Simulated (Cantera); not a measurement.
Feed: 1 mol Si2Cl6, 0.0078 mol Cl2, 53 mol H2, equilibrated at 1048 K and 1.20 bar.

Equilibrium computed with Cantera from the NASA thermochemical tables; the gas is ideal and each condensed phase is pure. Candidate condensed phases: Si; 19 gas species. The feed counts by its element totals alone. The tables' values for SiCl3 are old estimates; treat these amounts as uncertain. The numbers say what is thermodynamically allowed, not how fast it happens.

What is the equilibrium state?


```json
{
  "x(H2)": "0.960",
  "x(SiCl4)": "0.0139",
  "x(SiHCl3)": "0.0134",
  "x(HCl)": "0.0102",
  "x(SiH2Cl2)": "0.00147",
  "x(SiCl3)": "0.000391",
  "x(SiCl2)": "0.000201",
  "x(SiH3Cl)": "4.19e-5",
  "n(Si(s))": "0.400 mol",
  "gas_amount": "54.43 mol"
}
```
